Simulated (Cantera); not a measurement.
A closed system holds: 1 mol Cu₂O, 1.6 mol CH₄, 0.68 mol N₂, at 1 atm.

Method: chemical equilibrium by Gibbs-energy minimisation in Cantera with the NASA 1993 tables (ideal gas, pure condensed phases). Candidate condensed phases: C, C₆H₆, C₇H₈, C₈H₁₈, Cu, CuO, Cu(OH)₂, Cu₂O, H₂O; 139 gas species. Kinetics and transport are ignored. All values below are at 1125 K.

Base state: H₂ 0.638, CO 0.197, N₂ 0.142, CH₄ 0.0119, H₂O 0.00818, CO₂ 0.00229, NH₃ 5.41e-5 (mole fractions); condensed: C(graphite) + Cu(s).

Question: What changes in the equilibrium state with this change: Cu₂O replaced by Fe₃O₄?

Answer: 
```
species            before     after
----------------  -------  --------
H₂                  0.638     0.471
CO                  0.197     0.240
N₂                  0.142     0.124
H₂O               0.00818     0.113
CO₂               0.00229    0.0521
CH₄                0.0119  0.000424
NH₃               5.41e-5   3.20e-5
C(graphite), mol    0.593         0
Cu(s), mol           2.00         0
Fe(α), mol              0      1.50
FeO(s), mol             0      1.50
```
Mutual solubility and eutectic melting of coexisting phases are not modelled. The tables' stoichiometric FeO is somewhat more stable than real wüstite, so its field is too wide. FeO: taken at fixed stoichiometry. Further candidate phases: Fe, Fe(CO)₅, FeO, Fe(OH)₂, Fe(OH)₃, Fe₂O₃, Fe₃O₄.
